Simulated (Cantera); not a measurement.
Charge: 1 mol Hg, 2.2 mol O2, 0.12 mol H2, held at 1448.15 K and 7.00 mbar.

These are equilibrium values from Cantera (NASA tables, ideal gas, pure condensed phases), not measurements of a reactor. Candidate condensed phases: H2O, Hg, HgO; 10 gas species. Equilibrium is a limit: real reactors are often held back by kinetics, nucleation or transport.

Base state: O2 0.656, Hg 0.307, H2O 0.0367, OH 0.000137, O 1.89e-5 (mole fractions); condensed: gas only.

### Question
What changes in the equilibrium state with this change: H2 from 0.12 to 0.22 mol?

### Answer
| species | before | after |
|---|---|---|
| O2 | 0.656 | 0.631 |
| Hg | 0.307 | 0.302 |
| H2O | 0.0367 | 0.0664 |
| OH | 0.000137 | 0.000182 |
| O | 1.89e-5 | 1.86e-5 |
